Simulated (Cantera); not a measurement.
An adiabatic, constant-pressure homogeneous reactor starts with CO : H₂ : O₂ : N₂ = 1 : 0.08 : 0.776 : 2.92 (molar parts), equivalence ratio 0.70, at 1350 K and 1.09 atm.

Detailed kinetics in Cantera: GRI-Mech 3.0 (53 species, 325 reactions).

One state of this run: T (K) = 2379; x CO = 0.0731; x H₂ = 0.000961; x O₂ = 0.0809; x NO₂ = 2.09e-7; x NO = 0.000432. x: mole fraction; the columns are a selection and need not sum to one.

Which value of t (s) does it belong to?
(A) 0.000147
(B) 0.200
(C) 0.000490
(D) 1.33e-5

C, 0.000490
